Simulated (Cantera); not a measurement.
**Gas-phase reforming**

A perfectly stirred reactor is fed with 65.8 % CH4, 34.2 % H2O, at 0.150 bar; it is held at 2100 K, and followed from long to short residence time.

Computed with Cantera and GRI-Mech 3.0 (53 species, 325 reactions). GRI-Mech 3.0 stops at C3 and has no aromatics, soot or wall deposition, so with more carbon than oxygen in the feed, carbon stays in small species such as C2H2 where larger ones or solid carbon would form.

```
τ (s)     x CH4     x H2O   x H2    x H2O2    x HCO     x HO2    x C2H4
------  -------  --------  -----  --------  -------  --------  --------
6.0     0.00115  0.000662  0.743    <1e-12  5.07e-8    <1e-12   3.54e-5
2.5     0.00179   0.00159  0.741    <1e-12  5.07e-8    <1e-12   3.67e-5
1.1     0.00274   0.00358  0.739    <1e-12  5.20e-8    <1e-12   3.96e-5
0.47    0.00432   0.00814  0.735    <1e-12  5.81e-8    <1e-12   4.64e-5
0.20    0.00689    0.0178  0.726    <1e-12  7.88e-8    <1e-12   6.23e-5
0.085    0.0110    0.0358  0.709  1.78e-12  1.35e-7  2.02e-12   9.83e-5
0.036    0.0176    0.0644  0.683  5.18e-12  2.55e-7  5.84e-12  0.000179
0.016    0.0274    0.0998  0.649  1.12e-11  4.53e-7  1.24e-11  0.000347
0.0067   0.0442     0.141  0.604  2.01e-11  7.64e-7  2.10e-11  0.000757
0.0029   0.0703     0.178  0.556  2.80e-11  1.15e-6  2.77e-11   0.00167
```
x: mole fraction; the columns are a selection and need not sum to one.
